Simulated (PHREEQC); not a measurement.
1 kg of water holding 0.048 mol K2SO4 and 0.0039 mol MgSO4 is evaporated at 75 °C; the solids stay in contact with the brine. CO2 from the air is kept out. Only these solids could form: Arcanite, Brucite, Epsomite, Hexahydrite, Kieserite, Leonite, Misenite, Schoenite.

Equilibrium calculation in PHREEQC: Pitzer model, pitzer.dat.

Problem. Predict ionic strength, Arcanite (mol) at water left (kg) = 0.04335, 0.005012.

Solution. 
| water left (kg) | ionic strength | Arcanite (mol) |
|---|---|---|
| 0.04335 | 3.59 | 0.00131 |
| 0.005012 | 6.64 | 0.0421 |

Away from 25 °C the constants follow the database's enthalpies or fits; those with neither stay at their 25 °C values.
